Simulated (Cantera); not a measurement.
A perfectly stirred reactor is fed with NO : N2 : H2O = 1 : 6.3 : 0.027 (molar parts), at 113 Torr; it is held at 2125 K, and followed from long to short residence time.

Cantera simulation using GRI-Mech 3.0 (53 species, 325 reactions); the numbers are that mechanism's predictions, not measurements.

Q: Predict: x(NO) at τ = 23.0 s; x(N2O) at τ = 23.0 s; x(NO2) at τ = 23.0 s; x(O2) at τ = 23.0 s; x(N2) at τ = 23.0 s; x(NO) at τ = 79.0 ms; x(N2O) at τ = 79.0 ms; x(NO2) at τ = 79.0 ms; x(O2) at τ = 79.0 ms; x(N2) at τ = 79.0 ms.

A: 
- x(NO) at τ = 23.0 s: 0.0132
- x(N2O) at τ = 23.0 s: 1.95e-7
- x(NO2) at τ = 23.0 s: 3.90e-6
- x(O2) at τ = 23.0 s: 0.0609
- x(N2) at τ = 23.0 s: 0.921
- x(NO) at τ = 79.0 ms: 0.132
- x(N2O) at τ = 79.0 ms: 5.65e-6
- x(NO2) at τ = 79.0 ms: 7.62e-6
- x(O2) at τ = 79.0 ms: 0.00229
- x(N2) at τ = 79.0 ms: 0.862
